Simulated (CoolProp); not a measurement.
Vapour-liquid equilibrium of benzene (1) + n-nonane (2) at 0.0403 MPa; x and y are mole fractions of (1).

The numbers come from the multi-fluid Helmholtz-energy mixture model, Thol 2012 and Lemmon 2006; pair parameters Bell 2016 in CoolProp.

```csv
x,bubble temperature (K),y at the bubble point,dew temperature at overall composition x (K),liquid density (mol/L)
0.05,378.5,0.393,390.7,5.192
0.125,364.5,0.660,388.4,5.502
0.2,355.5,0.777,385.9,5.802
0.275,349.4,0.839,383.2,6.107
0.35,344.9,0.877,380.3,6.425
0.425,341.5,0.902,377.1,6.764
0.5,338.8,0.921,373.5,7.130
0.575,336.5,0.936,369.6,7.529
0.65,334.4,0.949,365.1,7.968
0.725,332.5,0.960,359.8,8.454
0.8,330.7,0.971,353.4,8.995
0.875,328.9,0.982,345.2,9.603
0.95,327.2,0.993,334.2,10.29
```

No azeotrope shows between x = 0.05 and 0.95.

The pair parameters rest on a limited set of measurements; away from them the model extrapolates.
